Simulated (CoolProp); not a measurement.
The numbers come from the reference Helmholtz-energy equation of state, Thol 2012 in CoolProp.

Task: Give the vapour pressure (MPa), liquid density (kg/m³), vapour density (kg/m³) of saturated benzene at 374.3, 399.8, 425.3 K.

Result: 
```json
[
 {"T (K)": "374.3", "p (MPa)": "0.186", "liquid density (kg/m³)": "789", "vapour density (kg/m³)": "4.92"},
 {"T (K)": "399.8", "p (MPa)": "0.351", "liquid density (kg/m³)": "759", "vapour density (kg/m³)": "8.98"},
 {"T (K)": "425.3", "p (MPa)": "0.608", "liquid density (kg/m³)": "727", "vapour density (kg/m³)": "15.3"}
]
```
